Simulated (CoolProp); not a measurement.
A single-stage vapour-compression cycle with the fluid: evaporating at 317.15 K (dew point), condensing at 365.15 K (bubble point), superheat 10 K, subcooling 8 K, compressor efficiency 0.6, no pressure losses. The same conditions are run with several fluids, on thermodynamics alone (safety and materials aside).

The numbers come from the reference Helmholtz-energy equation of state of each fluid (R1233zd(E): Akasaka 2022; ethanol: Schroeder 2014; methanol: de Reuck 1993; cyclohexane: Zhou 2014; R236FA: Pan 2012; R245fa: Akasaka 2015) in CoolProp.

Task: Rank R1233zd(E), ethanol, methanol, cyclohexane, R236FA, R245fa by cooling COP, highest first.

Result: ethanol (3.60), cyclohexane (3.57), methanol (3.51), R1233zd(E) (3.35), R245fa (3.27), R236FA (2.99)

```
fluid        pressure ratio  discharge temperature (K)  refrigerating effect (kJ/kg)  volumetric capacity (kJ/m³)
-----------  --------------  -------------------------  ----------------------------  ---------------------------
R1233zd(E)             3.57                      384.1                           138                         1750
ethanol                7.72                      457.4                           802                          301
methanol               6.40                      505.0                          1050                          541
cyclohexane            4.87                      385.4                           313                          283
R236FA                 3.32                      375.6                          89.2                         2790
R245fa                 3.69                      379.7                           132                         2010
```
